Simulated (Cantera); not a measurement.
What does this Cantera script print?

```python
import numpy as np
import cantera as ct

gas_names = """
    Ca CaCL CaCL2 CaO Ca2 CL CLO CL2 O O2 O3
""".split()
cond_names = """
    Ca(a) Ca(b) Ca(L) CaCL2(s) CaCL2(L) CaO(s) CaO(L)
""".split()


# ... load() reads the species with a 1 bar reference pressure and builds the phases ...
atoms = {
    'CaO': {'Ca': 1, 'O': 1},
    'Cl2': {'CL': 2},
    'O2': {'O': 2},
}
top_T = {}  # K; cautious upper limits of use, not melting points


# ... equilibrate(T, P, feed) seeds the gas with the atoms and calls Mixture.equilibrate('TP', solver="vcs", rtol=1e-11, max_steps=5000) ...
results = []
feed = {'CaO': 1, 'Cl2': 4.7, 'O2': 0.84}  # mol
P = 44000  # Pa
for T in [1173, 1223, 1273, 1323, 1373, 1423, 1473, 1523, 1573, 1623]:
    mix = equilibrate(T, P, feed)
    results.append((T, P, feed, dict(zip(mix.species_names, mix.species_moles))))

top = {s: max(r[3][s] / sum(r[3][g] for g in gas_names) for r in results) for s in gas_names}
cols = sorted((s for s in top if top[s] > 0.0001), key=lambda s: -top[s])[:8]
seen = [c for c in cond_names if any(r[3].get(c, 0) > 1e-12 for r in results)]
print("log10 of partial pressures in bar; condensed amounts in mol")
print(f"{'T/K':>10s}" + "".join(f"{s[:9]:>10s}" for s in cols + seen))
for T, P, feed, n in results:
    ng = sum(n[g] for g in gas_names)
    print(f"{T:10.4g}" + "".join(f"{np.log10(max(n[s] / ng * P / 1e5, 1e-99)):10.3f}" for s in cols)
          + "".join(f"{n.get(c, 0):10.4g}" for c in seen))
```

It prints:

```
log10 of partial pressures in bar; condensed amounts in mol
       T/K       CL2        O2        CL     CaCL2       CLO  CaCL2(L)
      1173    -0.493    -0.933    -2.697    -5.433    -4.546         1
      1223    -0.495    -0.934    -2.471    -4.930    -4.361    0.9999
      1273    -0.497    -0.935    -2.262    -4.471    -4.192    0.9996
      1323    -0.501    -0.936    -2.069    -4.049    -4.037     0.999
      1373    -0.506    -0.939    -1.892    -3.661    -3.894    0.9975
      1423    -0.514    -0.942    -1.727    -3.302    -3.763    0.9942
      1473    -0.524    -0.947    -1.576    -2.971    -3.643    0.9873
      1523    -0.538    -0.953    -1.436    -2.664    -3.535     0.974
      1573    -0.557    -0.962    -1.308    -2.378    -3.437    0.9487
      1623    -0.583    -0.974    -1.192    -2.113    -3.352    0.9028
```

Cantera equilibrium calculation (NASA polynomials, part measured and part estimated; ideal gas, pure solids and liquids). Condensed phases not in the tables: oxide chlorides.
